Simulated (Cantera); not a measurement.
Cantera run:

```python
import numpy as np
import cantera as ct

gas_names = [...]  # 110 gases of nasa_gas.yaml made of C, H, O
cond_names = """
    C(gr) C6H6(L) C7H8(L) C8H18(L),n-octa H2O(s) H2O(L)
""".split()


# ... load() reads the species with a 1 bar reference pressure and builds the phases ...
atoms = {
    'CH3OH': {'C': 1, 'H': 4, 'O': 1},
    'CO2': {'C': 1, 'O': 2},
    'H2': {'H': 2},
}
top_T = {'C(gr)': 4500}  # K; cautious upper limits of use, not melting points


# ... equilibrate(T, P, feed) seeds the gas with the atoms and calls Mixture.equilibrate('TP', solver="vcs", rtol=1e-11, max_steps=5000) ...
results = []
feed = {'CH3OH': 1, 'CO2': 0.047, 'H2': 84}  # mol
T = 775  # K
P = 960000  # Pa
mix = equilibrate(T, P, feed)
results.append((T, P, feed, dict(zip(mix.species_names, mix.species_moles))))
print(gas.report(threshold=0.0001))
for i in range(1, mix.n_phases):
    print(f"{mix.phase(i).name:16s} {mix.phase_moles(i):12.5e} mol")
```

Result:

```
       temperature   775 K
          pressure   9.6e+05 Pa
           density   0.3568 kg/m^3
  mean mol. weight   2.3949 kg/kmol
   phase of matter   gas

                          1 kg             1 kmol
                     ---------------   ---------------
          enthalpy        4.2088e+06         1.008e+07  J
   internal energy        1.5182e+06        3.6359e+06  J
           entropy             59564        1.4265e+05  J/K
    Gibbs function       -4.1954e+07       -1.0047e+08  J
 heat capacity c_p             12550             30057  J/K
 heat capacity c_v            9078.8             21743  J/K

                      mass frac. Y      mole frac. X     chem. pot. / RT
                     ---------------   ---------------   ---------------
               CH4          0.082559          0.012324           -37.872
                H2           0.82057            0.9748           -14.675
               H2O          0.096869          0.012878           -63.747
     [ +107 minor]        2.8788e-07        2.3685e-08

C(gr)             0.00000e+00 mol
```

Method: chemical equilibrium by Gibbs-energy minimisation in Cantera with the NASA 1993 tables (ideal gas, pure condensed phases).
